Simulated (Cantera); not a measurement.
A freely propagating, adiabatic, planar premixed flame of CH4 : H2 : O2 : N2 : H2O = 1 : 0.57 : 2.08 : 9.97 : 1 (molar parts), equivalence ratio 1.1, unburnt at 475 K and 520000 Pa; mixture-averaged transport, grid criteria slope 0.08 and curve 0.16, no radiation.

Cantera simulation using GRI-Mech 3.0 (53 species, 325 reactions); the numbers are that mechanism's predictions, not measurements. Burning velocities carry a grid error of a few per cent, more on coarse grids.

Q: How do the results move with these cheaper or finer settings: unity-Lewis-number transport; multicomponent transport; multicomponent+Soret transport; grid criteria slope 0.5, curve 1; grid criteria slope 0.25, curve 0.5; grid criteria slope 0.03, curve 0.06?

A: 
```
setting                               laminar burning velocity  thermal thickness  peak x(HCN)  peak x(HO2)  grid points
------------------------------------  ------------------------  -----------------  -----------  -----------  -----------
as above                                             20.7 cm/s           0.221 mm      4.50e-6     0.000127          138
unity-Lewis-number transport                         15.7 cm/s           0.278 mm      6.08e-6      8.45e-5          133
multicomponent transport                             21.1 cm/s           0.222 mm      4.54e-6     0.000126          138
multicomponent+Soret transport                       21.0 cm/s           0.221 mm      4.39e-6     0.000123          139
grid criteria slope 0.5, curve 1                     22.8 cm/s           0.242 mm      4.17e-6     0.000123           35
grid criteria slope 0.25, curve 0.5                  21.3 cm/s           0.227 mm      4.43e-6     0.000125           61
grid criteria slope 0.03, curve 0.06                 20.3 cm/s           0.219 mm      4.62e-6     0.000127          324
```
The base run took about 24 core-seconds (a rough figure).
Unity Lewis numbers drop preferential diffusion, which matters most where H2 and H carry the flame; Soret adds thermal diffusion.
